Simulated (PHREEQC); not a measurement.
Make-up at 25 °C: 10.2 mmol/kgw NaBF4. Closed to the air; pH follows from the charge balance.

Model: ion-association model, phreeqc.dat, run in PHREEQC.

This is a speciation only: nothing precipitates in the calculation.

Problem. What pH, ionic strength does the model give?

Solution. pH 2.94; ionic strength 0.0114 mol/kgw.

Problem. In which forms is F present?

Solution. BF4- 78 %, HF 9.0 %, F- 5.9 %, BF3OH- 5.8 %, BF2(OH)2- 1.5 % of the F.

Real BF4- forms and hydrolyses slowly; the run takes it at equilibrium.
